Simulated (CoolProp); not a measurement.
Vapour-liquid equilibrium of R22 (1) + c-C4F8 (RC318) (2) at 1250 kPa; x and y are mole fractions of (1).

Values from CoolProp's multi-fluid Helmholtz-energy mixture model, Kamei 1995 and Platzer 1990; pair parameters Bell 2016. This equation is an older, rougher fit; its heat capacities, sound speeds and derivatives of the liquid may be far off and weren't checked against measurements.

### Question
Give the bubble temperature and the first vapour's composition at x = 0.45, 0.65, 0.95. Is there an azeotrope?

### Answer
x = 0.45: 45.9 °C, y = 0.712; x = 0.65: 37.9 °C, y = 0.830; x = 0.95: 32.3 °C, y = 0.962. No azeotrope shows between x = 0.05 and 0.95.

The pair parameters rest on a limited set of measurements; away from them the model extrapolates. The gap from Raoult's law changes sign with composition, which may be real or a fault of the pair parameters; it wasn't checked against measurements.
